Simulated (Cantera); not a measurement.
A perfectly stirred reactor is fed with NH₃ : N₂ = 1 : 1.1 (molar parts), at 9.00 Torr; it is held at 1723 K, and followed from long to short residence time.

Model: the gas-phase N/H chemistry of the illustrative SiF4/NH3 mechanism in the Surface Chemkin manual (1991), integrated in Cantera. Walls and surfaces, which speed up NH3 decomposition in real reactors, are not modelled.

x: mole fraction; the columns are a selection and need not sum to one.

```
τ (s)   x NH₃   x N₂H₂      x H       x N    x N₂H₄   x N₂
------  -----  -------  -------  --------  --------  -----
2.7     0.414  2.31e-6  1.76e-5       [?]   6.59e-9  0.523
1.2     0.446  2.60e-6  8.89e-6       [?]   8.02e-9  0.523
0.58    0.462  2.61e-6  4.44e-6       [?]   8.77e-9  0.523
0.27    0.470  2.31e-6  1.89e-6       [?]   8.37e-9  0.524
0.12    0.474  1.57e-6  6.05e-7       [?]   5.99e-9  0.524
0.058   0.476  6.86e-7  1.60e-7  7.51e-10   2.73e-9  0.524
0.027   0.476  1.67e-7  4.78e-8  1.50e-10  7.09e-10  0.524
0.012   0.476  3.07e-8  2.91e-8  4.15e-11  1.42e-10  0.524
0.0058  0.476  6.62e-9  2.62e-8  1.06e-11  3.32e-11  0.524
0.0027  0.476  1.30e-9  2.55e-8  1.44e-12  7.09e-12  0.524
```

**Question.** Fill in the missing entries.

**Answer.** 
- 2.7, x N: 1.25e-7
- 1.2, x N: 7.11e-8
- 0.58, x N: 3.40e-8
- 0.27, x N: 1.28e-8
- 0.12, x N: 3.47e-9
